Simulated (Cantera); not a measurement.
An adiabatic, constant-pressure homogeneous reactor starts with 3.20 % C2H4, 18.5 % O2, 69.4 % N2, 8.95 % H2O, at 1723 K and 1.01 bar.

Cantera simulation using GRI-Mech 3.0 (53 species, 325 reactions); the numbers are that mechanism's predictions, not measurements. GRI-Mech 3.0 was tuned for natural gas; its chemistry of ethylene as a main component is partial and can be far from experiment.

Predict: time of steepest temperature rise; temperature at 0.900 s; equilibrium temperature; x(O2) at 0.900 s; x(H2O) at 0.900 s.


* **time of steepest temperature rise**: 17.3 µs
* **temperature at 0.900 s**: 2546 K
* **equilibrium temperature**: 2546 K
* **x(O2) at 0.900 s**: 0.0805 (gas-phase equilibrium 0.0805)
* **x(H2O) at 0.900 s**: 0.139 (gas-phase equilibrium 0.139)
